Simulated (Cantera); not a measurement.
## Equilibrium for silicon epitaxy and polysilicon growth: SiH2Cl2 + N2

Feed: 1 mol SiH2Cl2, 9.6 mol N2, equilibrated at 49.0 mbar.

These are equilibrium values from Cantera (NASA tables, ideal gas, pure condensed phases), not measurements of a reactor. Candidate condensed phases: NH4Cl, Si, Si3N4; 28 gas species. N2 is the only nitrogen source here; it is nearly inert below about 1500 K, so the nitride shown seldom forms there in practice. The tables' values for SiCl3, SiCl are old estimates; treat these amounts as uncertain. Equilibrium is a limit: real reactors are often held back by kinetics, nucleation or transport.

```
T (K)   x N2   x HCl    x H2  x SiCl2   x SiCl4  n Si3N4(s)
-----  -----  ------  ------  -------  --------  ----------
1450   0.828   0.120  0.0310  0.00809   0.00816       0.258
1500   0.827   0.115  0.0330   0.0143   0.00554       0.241
1550   0.826   0.107  0.0363   0.0222   0.00321       0.220
1600   0.825  0.0976  0.0407   0.0306   0.00161       0.196
1650   0.824  0.0866  0.0457   0.0387  0.000738       0.172
1700   0.824  0.0755  0.0508   0.0459  0.000322       0.149
1750   0.824  0.0650  0.0556   0.0522  0.000139       0.127
```
x: gas mole fraction; n: condensed amount in mol.

From 1450 K to 1750 K the condensed part is Si3N4(s). The main Si-bearing gas is SiCl4 at 1450 K and SiCl2 at 1750 K. The share of Si in condensed phases is highest at 1450 K (77.3 %) and lowest at 1750 K (38.2 %).
